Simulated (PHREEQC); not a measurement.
Make-up at 25 °C: 3.1 mmol/kgw H3BO3. It is in equilibrium with CO2 at log p = 0 (atm). Otherwise closed; pH follows from the charge balance.

All values are PHREEQC results (ion-association model, wateq4f.dat), not measurements.

Each row changes one thing in this solution. Precipitation was switched off in this run.

| case | pH | ionic strength (mol/kgw) | HCO3- (mol/kgw) | H2BO3- (mol/kgw) |
|---|---|---|---|---|
| as made | 3.91 | 0.000125 | 0.000125 | 1.47e-8 |
| 0.0029 mol/kgw NaBF4 added | 3.07 | (withheld) | (withheld) | 2.66e-9 |
| temperature from 25 to 5 °C | 3.85 | 0.000142 | 0.000142 | 8.74e-9 |
| H3BO3 from 0.0031 to 0.0155 mol/kgw | 3.91 | 0.000125 | (withheld) | 7.34e-8 |
| diluted 100-fold with water | 3.91 | 0.000125 | 0.000125 | 1.47e-10 |
| diluted 10-fold with water | 3.91 | 0.000125 | 0.000125 | 1.47e-9 |

Question: Some entries are withheld; supply them.

Answer: 
- 0.0029 mol/kgw NaBF4 added, ionic strength (mol/kgw): 0.00381
- 0.0029 mol/kgw NaBF4 added, HCO3- (mol/kgw): 1.89e-5
- H3BO3 from 0.0031 to 0.0155 mol/kgw, HCO3- (mol/kgw): 0.000124

Complexes and solids missing from the database can't appear. Away from 25 °C the constants follow the database's enthalpies or fits; those with neither stay at their 25 °C values. Real BF4- forms and hydrolyses slowly; the run takes it at equilibrium.
